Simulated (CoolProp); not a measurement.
A simple Rankine cycle with R113: condensing at 311.15 K, boiler at 2.19 MPa, turbine inlet 473 K, turbine efficiency 0.7, pump efficiency 0.6, no recuperator. Each further row changes one setting.

Model: reference Helmholtz-energy equation of state, Marx 1992, in CoolProp.

| case | thermal efficiency (%) | net work (kJ/kg) | heat in (kJ/kg) | turbine exit temperature (K) | volume ratio over the turbine |
|---|---|---|---|---|---|
| as stated | (withheld) | 36.9 | 242 | 392.4 | (withheld) |
| turbine inlet 493 K | 15.2 | 39.8 | 262 | 414.8 | 33.4 |
| condensing temperature 303.15 K | 16.1 | 40.2 | 249 | 387.7 | 47.6 |
| boiler pressure 1.53 MPa | 14.2 | (withheld) | 252 | 407.2 | 22.2 |
| turbine efficiency 0.6 | 12.9 | 31.3 | 242 | 399.9 | 36.5 |

Q: Some entries are withheld; supply them.

A: 
- as stated, thermal efficiency (%): 15.3
- as stated, volume ratio over the turbine: 35.8
- boiler pressure 1.53 MPa, net work (kJ/kg): 35.7
